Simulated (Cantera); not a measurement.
Input: 1 mol SiH₄, 90 mol N₂, equilibrated at 2.20 mbar.

These are equilibrium values from Cantera (NASA tables, ideal gas, pure condensed phases), not measurements of a reactor. Candidate condensed phases: Si, Si₃N₄; 18 gas species. N₂ is the only nitrogen source here; it is nearly inert below about 1500 K, so the nitride shown seldom forms there in practice. The numbers say what is thermodynamically allowed, not how fast it happens. All values below are at 1398 K.

Base state: N₂ 0.978, H₂ 0.0219, H 1.49e-5 (mole fractions); condensed: Si₃N₄(s).

Problem. What changes in the equilibrium state with this change: SiH₄ replaced by Si₂Cl₆?

Solution. 
| species | before | after |
|---|---|---|
| N₂ | 0.978 | 0.978 |
| SiCl₂ | 0 | 0.00883 |
| SiCl₄ | 0 | 0.00867 |
| H₂ | 0.0219 | 0 |
| SiCl₃ | 0 | 0.00423 |
| Cl | 0 | 0.000168 |
| Si₃N₄(s), mol | 0.333 | 0 |
The feed counts by its element totals alone. The tables' values for SiCl₃ are old estimates; treat these amounts as uncertain.
